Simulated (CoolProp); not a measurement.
Properties of n-nonane along the isobar 4.68 MPa (Tc = 321.4 °C, pc = 2.282 MPa, ω = 0.443).

Model: reference Helmholtz-energy equation of state, Lemmon 2006, in CoolProp. It is a short technical equation, of lower accuracy than the large ones.

```json
[
 {"T (°C)": "-29.45", "phase": "liquid", "isothermal compressibility (1/MPa)": "0.0007856", "viscosity (µPa s)": "1850"},
 {"T (°C)": "1.25", "phase": "liquid", "isothermal compressibility (1/MPa)": "0.0009613", "viscosity (µPa s)": "973"},
 {"T (°C)": "32.05", "phase": "liquid", "isothermal compressibility (1/MPa)": "0.001184", "viscosity (µPa s)": "629"},
 {"T (°C)": "62.75", "phase": "liquid", "isothermal compressibility (1/MPa)": "0.001470", "viscosity (µPa s)": "452"},
 {"T (°C)": "93.45", "phase": "liquid", "isothermal compressibility (1/MPa)": "0.001848", "viscosity (µPa s)": "343"},
 {"T (°C)": "124.15", "phase": "liquid", "isothermal compressibility (1/MPa)": "0.002363", "viscosity (µPa s)": "270"},
 {"T (°C)": "154.85", "phase": "liquid", "isothermal compressibility (1/MPa)": "0.003091", "viscosity (µPa s)": "216"},
 {"T (°C)": "185.55", "phase": "liquid", "isothermal compressibility (1/MPa)": "0.004171", "viscosity (µPa s)": "175"},
 {"T (°C)": "216.35", "phase": "liquid", "isothermal compressibility (1/MPa)": "0.005884", "viscosity (µPa s)": "141"},
 {"T (°C)": "247.05", "phase": "liquid", "isothermal compressibility (1/MPa)": "0.008827", "viscosity (µPa s)": "114"},
 {"T (°C)": "277.75", "phase": "liquid", "isothermal compressibility (1/MPa)": "0.01455", "viscosity (µPa s)": "90.4"},
 {"T (°C)": "308.45", "phase": "liquid", "isothermal compressibility (1/MPa)": "0.02777", "viscosity (µPa s)": "69.5"}
]
```

Viscosity comes from a separate model (Huber 2004).
